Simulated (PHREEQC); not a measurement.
0.55 g of hydrous ferric oxide (600 m²/g; 0.2 weak and 0.005 strong sites per Fe, Dzombak-Morel constants, diffuse double layer) in 1 kg of water with 0.001 mol/kgw of an inert sodium salt, at 25 °C; the pH is set by adding NaOH or the inert anion's acid. Oxygen alone is held at its pressure in air (log pO2 = -0.68). CO2 from the air is kept out. Nothing may precipitate in this run.

Model: ion-association model, wateq4f.dat, run in PHREEQC.

### Question
Predict surface charge σ (C/m²), surface potential ψ (mV) at pH = 4.12, 5.62, 6, 7.12, 7.5.

### Answer
```
pH    surface charge σ (C/m²)  surface potential ψ (mV)
----  -----------------------  ------------------------
4.12                    0.112                       205
5.62                    0.028                       139
6                       0.019                       119
7.12                    0.005                        57
7.5                     0.003                        35
```

The oxide is taken as insoluble; below pH 4 it would dissolve.
